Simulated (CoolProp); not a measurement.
Methane along the isotherm 316.5 K: Z from the reference equation and from simpler models built on Tc = 190.6 K, pc = 4.599 MPa, ω = 0.011; each cubic takes its own stable root.

Computed with CoolProp (reference Helmholtz-energy equation of state, Setzmann 1991).

| p (MPa) | phase | reference |
|---|---|---|
| 1.53 | gas | 0.9792 |
| 3.07 | gas | 0.9591 |
| 4.6 | supercritical | 0.9403 |
| 6.13 | supercritical | 0.9227 |
| 7.67 | supercritical | 0.9067 |
| 9.2 | supercritical | 0.8926 |
| 10.7 | supercritical | 0.8810 |
| 12.3 | supercritical | 0.8713 |
| 13.8 | supercritical | 0.8647 |
| 15.3 | supercritical | 0.8608 |
| 16.9 | supercritical | 0.8596 |
| 18.4 | supercritical | 0.8611 |
| 19.9 | supercritical | 0.8650 |
| 21.5 | supercritical | 0.8716 |
| 23 | supercritical | 0.8798 |

Q: How far does each simpler model (van der Waals, Redlich-Kwong, Soave-Redlich-Kwong, Peng-Robinson) lie from the reference over these 15 states: mean and median of the absolute difference, and the worst?

A: 
- van der Waals: mean 3.0 %, median 3.4 %, worst -5.1 % at 316.5 K and 13.8 MPa
- Redlich-Kwong: mean 0.5 %, median 0.3 %, worst +1.4 % at 316.5 K and 23 MPa
- Soave-Redlich-Kwong: mean 2.2 %, median 2.2 %, worst +4.1 % at 316.5 K and 23 MPa
- Peng-Robinson: mean 2.0 %, median 2.2 %, worst -2.4 % at 316.5 K and 10.7 MPa
